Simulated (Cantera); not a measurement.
Feed: 1 mol TiO₂, a varied amount of SiCl₄, 0.2 mol O₂, at 898.15 K and 11.3 Torr.

These are equilibrium values from Cantera (NASA tables, ideal gas, pure condensed phases), not measurements of a reactor. Candidate condensed phases: Si, SiO₂, Ti, TiCl₂, TiCl₃, TiCl₄, TiO, TiO₂, Ti₂O₃, Ti₃O₅, Ti₄O₇; 24 gas species. Condensed phases not in the tables: TiOCl, alloys, solid solutions and most ternary compounds. Kinetics and transport are ignored.

**Question.** What share of the Ti ends up in condensed phases as a function of n(SiCl₄) (mol), at 0.34, 0.42, 0.52, 0.64, 0.8, 0.99, 1.2, 1.5, 1.9, 2.3, 2.9?

**Answer.** 
```json
[
 {"n(SiCl₄) (mol)": "0.34", "Ti condensed (%)": "86.0", "as": "TiO₂(rutile)"},
 {"n(SiCl₄) (mol)": "0.42", "Ti condensed (%)": "78.0", "as": "TiO₂(rutile)"},
 {"n(SiCl₄) (mol)": "0.52", "Ti condensed (%)": "68.0", "as": "TiO₂(rutile)"},
 {"n(SiCl₄) (mol)": "0.64", "Ti condensed (%)": "56.0", "as": "TiO₂(rutile)"},
 {"n(SiCl₄) (mol)": "0.8", "Ti condensed (%)": "40.0", "as": "TiO₂(rutile)"},
 {"n(SiCl₄) (mol)": "0.99", "Ti condensed (%)": "21.0", "as": "TiO₂(rutile)"},
 {"n(SiCl₄) (mol)": "1.2", "Ti condensed (%)": "0.0", "as": "-"},
 {"n(SiCl₄) (mol)": "1.5", "Ti condensed (%)": "0.0", "as": "-"},
 {"n(SiCl₄) (mol)": "1.9", "Ti condensed (%)": "0.0", "as": "-"},
 {"n(SiCl₄) (mol)": "2.3", "Ti condensed (%)": "0.0", "as": "-"},
 {"n(SiCl₄) (mol)": "2.9", "Ti condensed (%)": "0.0", "as": "-"}
]
```
